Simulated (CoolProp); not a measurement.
Vapour-liquid equilibrium of R134a (1) + methanol (2) at 30.75 °C; x and y are mole fractions of (1).

Computed with CoolProp (multi-fluid Helmholtz-energy mixture model, Tillner-Roth 1994 and de Reuck 1993; pair parameters Bell 2016).

```
x      bubble pressure (kPa)  y at the bubble point  dew pressure at overall composition x (kPa)  liquid density (mol/L)
-----  ---------------------  ---------------------  -------------------------------------------  ----------------------
0.05                   152.1                  0.851                                        23.96                   23.47
0.125                  282.5                  0.921                                        26.00                   22.20
0.2                    363.9                  0.939                                        28.41                   21.00
0.275                  417.1                  0.948                                        31.33              (withheld)
0.35                   454.9                  0.953                                        34.92                   18.82
0.425                  485.4                  0.957                                        39.45                   17.83
0.5                    513.2             (withheld)                                        45.35                   16.89
0.575                  541.6                  0.964                                        53.34                   16.00
0.65                   572.4                  0.969                                        64.76                   15.15
0.725                  607.1                  0.973                                        82.40                   14.34
0.8                    647.0                  0.979                                        113.3              (withheld)
0.875                  693.0                  0.986                                        180.9                   12.81
0.95              (withheld)                  0.994                                        432.4                   12.09
```

### Question
What belongs in the gaps?

### Answer

- 0.275, liquid density (mol/L): 19.88
- 0.5, y at the bubble point: 0.961
- 0.8, liquid density (mol/L): 13.56
- 0.95, bubble pressure (kPa): 746.5

No azeotrope shows between x = 0.05 and 0.95.

The pair parameters rest on a limited set of measurements; away from them the model extrapolates. With so large a gap from Raoult's law the liquid may split in two, which this calculation doesn't test in full.
